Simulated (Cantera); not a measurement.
Feed: 1 mol CuO, 0.84 mol CO, at 15.0 Pa.

These are equilibrium values from Cantera (NASA tables, ideal gas, pure condensed phases), not measurements of a reactor. Candidate condensed phases: C, Cu, CuO, Cu2O; 15 gas species. Rates play no part. All values below are at 2148 K.

Base state: Cu 0.456, CO 0.195, CO2 0.188, O2 0.108, O 0.0518, CuO 0.000172, Cu2 1.33e-5 (mole fractions); condensed: gas only.

**Question.** What changes in the equilibrium state with this change: CO from 0.84 to 8.9 mol?

**Answer.** 
```tsv
species	before	after
CO	0.195	0.801
Cu	0.456	0.100
CO2	0.188	0.0911
O2	0.108	0.00150
O	0.0518	0.00611
CuO	0.000172	4.45e-6
Cu2	1.33e-5	6.42e-7
```

**Question.** What changes in the equilibrium state with this change: pressure from 15.0 Pa to 0.133 bar?

**Answer.** 
| species | before | after |
|---|---|---|
| CO2 | 0.188 | 0.763 |
| Cu | 0.456 | 0.116 |
| O2 | 0.108 | 0.0887 |
| CO | 0.195 | 0.0293 |
| O | 0.0518 | 0.00157 |
| Cu2 | 1.33e-5 | 0.000762 |
| CuO | 0.000172 | 0.00118 |
| Cu(l), mol | 0 | 0.874 |

**Question.** What changes in the equilibrium state with this change: 0.0077 mol H2 added?

**Answer.** 
```csv
species,before,after
Cu,0.456,0.454
CO,0.195,0.195
CO2,0.188,0.187
H,0,0.00352
OH,0,0.00222
O2,0.108,0.107
O,0.0518,0.0514
H2O,0,0.000523
H2,0,0.000107
CuO,0.000172,0.000170
```
Further candidate phases: C6H6, C7H8, C8H18, Cu(OH)2, H2O.
